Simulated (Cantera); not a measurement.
A Cantera script and its output.

```python
import numpy as np
import cantera as ct

gas = ct.Solution("gri30.yaml")
gas.TPX = 1075, 140000, {'CO': 0.02, 'O2': 0.021, 'H2O': 0.0012, 'N2': 1}
reactor = ct.IdealGasConstPressureReactor(gas, energy="off", clone=False)
net = ct.ReactorNet([reactor])
net.rtol, net.atol = 1e-08, 1e-18
show = ['CO', 'O2', 'H2O', 'H2O2', 'N2O', 'H2']
times = np.geomspace(3e-06, 2, 14)

steps = ct.SolutionArray(gas, extra=["t"])
rows = []
print(f"{'t/s':>10s}{'T/K':>9s}{'P/Pa':>11s}" + "".join(f"{s:>11s}" for s in show))
for t in times:
    while net.time < t:
        t_next = net.step()
        steps.append(gas.state, t=t_next)
    rows.append([np.interp(t, steps.t, y) for y in (steps.T, steps.P, *steps(*show).X.T)])
    print(f"{t:10.3e}{rows[-1][0]:9.1f}{rows[-1][1]:11.4g}" + "".join(f"{x:11.3e}" for x in rows[-1][2:]))
rate = np.gradient(steps.T, steps.t)
print("integrator steps:", len(steps.t))
if steps.T.max() > steps.T[0] + 200:
    print(f"time of steepest temperature rise: {steps.t[rate.argmax()]:.4e} s")
gas.TPX = 1075, 140000, {'CO': 0.02, 'O2': 0.021, 'H2O': 0.0012, 'N2': 1}
gas.equilibrate("TP")
print(f"equilibrium (TP): T = {gas.T:.1f} K  " + "  ".join(f"{s} {gas[s].X[0]:.3e}" for s in show))
```

Result:

```
       t/s      T/K       P/Pa         CO         O2        H2O       H2O2        N2O         H2
 3.000e-06   1075.0    1.4e+05  1.919e-02  2.015e-02  1.151e-03  6.171e-23  5.588e-18  3.365e-20
 8.416e-06   1075.0    1.4e+05  1.919e-02  2.015e-02  1.151e-03  5.009e-22  4.332e-17  1.247e-18
 2.361e-05   1075.0    1.4e+05  1.919e-02  2.015e-02  1.151e-03  5.234e-21  3.339e-16  4.464e-17
 6.624e-05   1075.0    1.4e+05  1.919e-02  2.015e-02  1.151e-03  1.597e-19  2.602e-15  1.320e-15
 1.858e-04   1075.0    1.4e+05  1.919e-02  2.015e-02  1.151e-03  7.749e-18  2.004e-14  2.521e-14
 5.213e-04   1075.0    1.4e+05  1.919e-02  2.015e-02  1.151e-03  2.731e-16  1.506e-13  3.179e-13
 1.462e-03   1075.0    1.4e+05  1.919e-02  2.015e-02  1.151e-03  7.556e-15  1.075e-12  3.265e-12
 4.103e-03   1075.0    1.4e+05  1.919e-02  2.015e-02  1.151e-03  2.913e-13  7.497e-12  3.614e-11
 1.151e-02   1075.0    1.4e+05  1.919e-02  2.015e-02  1.151e-03  4.291e-11  8.883e-11  7.636e-10
 3.229e-02   1075.0    1.4e+05  1.907e-02  2.009e-02  1.148e-03  1.602e-07  1.371e-08  1.353e-06
 9.058e-02   1075.0    1.4e+05  1.534e-02  1.824e-02  1.131e-03  2.451e-07  3.454e-07  1.944e-05
 2.541e-01   1075.0    1.4e+05  6.130e-03  1.369e-02  1.145e-03  1.415e-07  1.047e-06  1.148e-05
 7.129e-01   1075.0    1.4e+05  9.794e-04  1.114e-02  1.159e-03  3.917e-08  1.487e-06  2.152e-06
 2.000e+00   1075.0    1.4e+05  8.957e-05  1.070e-02  1.162e-03  2.903e-09  1.604e-06  1.347e-07
integrator steps: 941
equilibrium (TP): T = 1075.0 K  CO 1.041e-10  O2 1.065e-02  H2O 1.163e-03  H2O2 9.776e-13  N2O 1.702e-09  H2 6.716e-12
```

Computed with Cantera and GRI-Mech 3.0 (53 species, 325 reactions).
